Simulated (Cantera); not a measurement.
What does this Cantera script print?

```python
import numpy as np
import cantera as ct

gas_names = """
    CL CLO CL2 H HCL HOCL HO2 H2 H2O H2O2 Mg MgCL MgCL2 MgH MgO MgOH MgO2H2 Mg2 O OH O2 O3
""".split()
cond_names = """
    H2O(s) H2O(L) Mg(cr) Mg(L) MgCL2(s) MgCL2(L) MgO(s) MgO(L) MgO2H2(s)
""".split()


# ... load() reads the species with a 1 bar reference pressure and builds the phases ...
atoms = {
    'MgO': {'Mg': 1, 'O': 1},
    'HCl': {'H': 1, 'CL': 1},
}
top_T = {}  # K; cautious upper limits of use, not melting points


# ... equilibrate(T, P, feed) seeds the gas with the atoms and calls Mixture.equilibrate('TP', solver="vcs", rtol=1e-11, max_steps=5000) ...
results = []
feed = {'MgO': 1, 'HCl': 1.2}  # mol
P = 2000  # Pa
for T in [875, 925, 975, 1025, 1075, 1125, 1175, 1225, 1275, 1325, 1375, 1425, 1475]:
    mix = equilibrate(T, P, feed)
    results.append((T, P, feed, dict(zip(mix.species_names, mix.species_moles))))
    x = sorted(zip(gas.X, gas.species_names), reverse=True)
    print(f"T = {T:g} K  P = {P:g} Pa  gas = {mix.phase_moles(0):.4g} mol")
    print("   x: " + "  ".join(f"{s} {v:.3e}" for v, s in x if v > 0.001))
    print("   condensed (mol): " + ("  ".join(f"{mix.phase(i).name} {mix.phase_moles(i):.4g}"
          for i in range(1, mix.n_phases) if mix.phase_moles(i) > 1e-12) or "none"))
```

It prints:

```
T = 875 K  P = 2000 Pa  gas = 1.19 mol
   x: HCL 9.912e-01  H2O 8.630e-03
   condensed (mol): MgCL2(s) 0.01006  MgO(s) 0.9897
T = 925 K  P = 2000 Pa  gas = 1.196 mol
   x: HCL 9.946e-01  H2O 4.397e-03  MgCL2 1.016e-03
   condensed (mol): MgCL2(s) 0.004043  MgO(s) 0.9947
T = 975 K  P = 2000 Pa  gas = 1.2 mol
   x: HCL 9.931e-01  H2O 3.429e-03  MgCL2 3.429e-03
   condensed (mol): MgO(s) 0.9959
T = 1025 K  P = 2000 Pa  gas = 1.2 mol
   x: HCL 9.894e-01  MgCL2 5.284e-03  H2O 5.284e-03
   condensed (mol): MgO(s) 0.9937
T = 1075 K  P = 2000 Pa  gas = 1.2 mol
   x: HCL 9.844e-01  MgCL2 7.796e-03  H2O 7.796e-03
   condensed (mol): MgO(s) 0.9906
T = 1125 K  P = 2000 Pa  gas = 1.2 mol
   x: HCL 9.778e-01  MgCL2 1.107e-02  H2O 1.107e-02
   condensed (mol): MgO(s) 0.9867
T = 1175 K  P = 2000 Pa  gas = 1.2 mol
   x: HCL 9.694e-01  MgCL2 1.521e-02  H2O 1.521e-02
   condensed (mol): MgO(s) 0.9818
T = 1225 K  P = 2000 Pa  gas = 1.2 mol
   x: HCL 9.592e-01  MgCL2 2.027e-02  H2O 2.027e-02
   condensed (mol): MgO(s) 0.9757
T = 1275 K  P = 2000 Pa  gas = 1.2 mol
   x: HCL 9.469e-01  MgCL2 2.630e-02  H2O 2.630e-02
   condensed (mol): MgO(s) 0.9684
T = 1325 K  P = 2000 Pa  gas = 1.2 mol
   x: HCL 9.325e-01  MgCL2 3.332e-02  H2O 3.331e-02
   condensed (mol): MgO(s) 0.96
T = 1375 K  P = 2000 Pa  gas = 1.201 mol
   x: HCL 9.161e-01  MgCL2 4.129e-02  H2O 4.129e-02
   condensed (mol): MgO(s) 0.9504
T = 1425 K  P = 2000 Pa  gas = 1.201 mol
   x: HCL 8.976e-01  MgCL2 5.017e-02  H2O 5.017e-02  CL 1.339e-03
   condensed (mol): MgO(s) 0.9398
T = 1475 K  P = 2000 Pa  gas = 1.201 mol
   x: HCL 8.772e-01  MgCL2 5.987e-02  H2O 5.987e-02  CL 2.017e-03  H2 1.044e-03
   condensed (mol): MgO(s) 0.9281
```

Cantera equilibrium calculation (NASA polynomials, part measured and part estimated; ideal gas, pure solids and liquids). Condensed phases not in the tables: MgOHCl.
